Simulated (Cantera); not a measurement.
Input (Python, Cantera):

```python
import numpy as np
import cantera as ct

gas = ct.Solution("gri30.yaml", transport_model="mixture-averaged")
show = ['OH', 'CO2', 'NO']

rows = []
print(f"{'T/K':>7s}{'rho':>11s}{'cp':>10s}{'mu':>11s}{'lambda':>11s}{'Pr':>7s}" + "".join(f"{'D_' + s:>11s}" for s in show))
for T in [400, 600, 800, 1000, 1200, 1400, 1600]:
    gas.TPX = T, 30000, {'NO': 0.26}
    Pr = gas.cp_mass * gas.viscosity / gas.thermal_conductivity
    D = [gas.mix_diff_coeffs_mole[gas.species_index(s)] for s in show]
    rows.append([gas.density, gas.cp_mass, gas.viscosity, gas.thermal_conductivity, Pr, *D])
    print(f"{T:7g}{gas.density:11.4e}{gas.cp_mass:10.1f}{gas.viscosity:11.4e}"
          f"{gas.thermal_conductivity:11.4e}{Pr:7.3f}" + "".join(f"{d:11.4e}" for d in D))
print("SI units: kg/m3, J/kg/K, Pa s, W/m/K, m2/s")
```

Output:

```
    T/K        rho        cp         mu     lambda     Pr       D_OH      D_CO2       D_NO
    400 2.7067e-01     998.6 2.3120e-05 3.2415e-02  0.712 1.7457e-04 8.8142e-05 2.2532e-02
    600 1.8044e-01    1040.9 3.0618e-05 4.5123e-02  0.706 3.4753e-04 1.7996e-04 4.5997e-02
    800 1.3533e-01    1092.2 3.7097e-05 5.7252e-02  0.708 5.6297e-04 2.9492e-04 7.5394e-02
   1000 1.0827e-01    1132.7 4.2948e-05 6.8643e-02  0.709 8.1668e-04 4.3048e-04 1.1007e-01
   1200 9.0222e-02    1159.2 4.8363e-05 7.9343e-02  0.707 1.1058e-03 5.8495e-04 1.4960e-01
   1400 7.7333e-02    1181.0 5.3449e-05 8.9432e-02  0.706 1.4281e-03 7.5710e-04 1.9366e-01
   1600 6.7667e-02    1198.6 5.8275e-05 9.8988e-02  0.706 1.7819e-03 9.4600e-04 2.4201e-01
SI units: kg/m3, J/kg/K, Pa s, W/m/K, m2/s
```

Cantera simulation using GRI-Mech 3.0 (53 species, 325 reactions); the numbers are that mechanism's predictions, not measurements. The composition is frozen, though it would react at the higher temperatures.
